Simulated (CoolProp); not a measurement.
Vapour-liquid equilibrium of benzene (1) + ethylbenzene (2) at 0.366 MPa; x and y are mole fractions of (1).

The numbers come from the multi-fluid Helmholtz-energy mixture model, Thol 2012 and Zhou 2012; pair parameters Bell 2016 in CoolProp.

Task: Give the bubble temperature and the first vapour's composition at x = 0.05, 0.2, 0.65. Is there an azeotrope?

Result: x = 0.05: 460.3 K, y = 0.123; x = 0.2: 447.8 K, y = 0.419; x = 0.65: 417.8 K, y = 0.875. No azeotrope shows between x = 0.05 and 0.95.

Pair parameters are fitted to limited data, so mixtures are less certain than the pure fluids.
